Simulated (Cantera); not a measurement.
Cantera run:

```python
import numpy as np
import cantera as ct

gas_names = """
    N N2 Si SiN Si2 Si2N Si3
""".split()
cond_names = """
    Si(cr) Si(L) Si3N4(a)
""".split()


# ... load() reads the species with a 1 bar reference pressure and builds the phases ...
atoms = {
    'Si3N4': {'Si': 3, 'N': 4},
    'N2': {'N': 2},
}
top_T = {'Si3N4(a)': 2400}  # K; cautious upper limits of use, not melting points


# ... equilibrate(T, P, feed) seeds the gas with the atoms and calls Mixture.equilibrate('TP', solver="vcs", rtol=1e-11, max_steps=5000) ...
results = []
feed = {'Si3N4': 1, 'N2': 2.1}  # mol
P = 101325  # Pa
for T in [1675, 1775, 1875, 1975, 2075, 2175, 2275, 2375, 2475, 2575, 2675, 2775]:
    mix = equilibrate(T, P, feed)
    results.append((T, P, feed, dict(zip(mix.species_names, mix.species_moles))))

top = {s: max(r[3][s] / sum(r[3][g] for g in gas_names) for r in results) for s in gas_names}
cols = sorted((s for s in top if top[s] > 0.001), key=lambda s: -top[s])[:9]
seen = [c for c in cond_names if any(r[3].get(c, 0) > 1e-12 for r in results)]
print("log10 of partial pressures in bar; condensed amounts in mol")
print(f"{'T/K':>10s}" + "".join(f"{s[:9]:>10s}" for s in cols + seen))
for T, P, feed, n in results:
    ng = sum(n[g] for g in gas_names)
    print(f"{T:10.4g}" + "".join(f"{np.log10(max(n[s] / ng * P / 1e5, 1e-99)):10.3f}" for s in cols)
          + "".join(f"{n.get(c, 0):10.4g}" for c in seen))
```

It prints:

```
log10 of partial pressures in bar; condensed amounts in mol
       T/K        N2        Si       SiN      Si2N       Si2     Si(L)  Si3N4(a)
      1675     0.006    -8.359    -8.537   -10.277   -12.764         0         1
      1775     0.006    -7.152    -7.471    -8.746   -10.898         0         1
      1875     0.006    -6.077    -6.521    -7.383    -9.236         0         1
      1975     0.006    -5.113    -5.669    -6.163    -7.747         0         1
      2075     0.006    -4.244    -4.901    -5.064    -6.405         0    0.9999
      2175     0.006    -3.540    -4.288    -4.236    -5.357     2.998         0
      2275     0.005    -3.128    -3.960    -3.942    -4.862     2.995         0
      2375     0.005    -2.751    -3.660    -3.674    -4.410      2.99         0
      2475     0.004    -2.406    -3.384    -3.429    -3.995     2.978         0
      2575     0.001    -2.087    -3.131    -3.204    -3.614     2.956         0
      2675    -0.003    -1.793    -2.898    -2.998    -3.262     2.915         0
      2775    -0.010    -1.520    -2.683    -2.810    -2.936      2.84         0
```

These are equilibrium values from Cantera (NASA tables, ideal gas, pure condensed phases), not measurements of a reactor. The tables' values for SiN are old estimates; treat these amounts as uncertain.
